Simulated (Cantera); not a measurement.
Charge: 1 mol Si3H8, 0.82 mol Cl2, 26 mol N2, at 1 atm.

Equilibrium computed with Cantera from the NASA thermochemical tables; the gas is ideal and each condensed phase is pure. Candidate condensed phases: NH4Cl, Si, Si3N4; 28 gas species. The feed counts by its element totals alone. N2 is the only nitrogen source here; it is nearly inert below about 1500 K, so the nitride shown seldom forms there in practice. The numbers say what is thermodynamically allowed, not how fast it happens. All values below are at 850 °C.

Base state: N2 0.833, H2 0.111, HCl 0.0562, SiCl4 0.000180 (mole fractions); condensed: Si3N4(s).

Question: What changes in the equilibrium state with this change: Si3H8 replaced by SiHCl3?

Answer: 
```csv
species,before,after
N2,0.833,0.933
SiCl4,0.000180,0.0338
HCl,0.0562,0.0311
H2,0.111,0.00238
SiCl3,1.29e-6,6.41e-5
SiHCl3,6.08e-6,4.44e-5
"Si3N4(s), mol",0.998,0.0186
```
The tables' values for SiCl3 are old estimates; treat these amounts as uncertain.
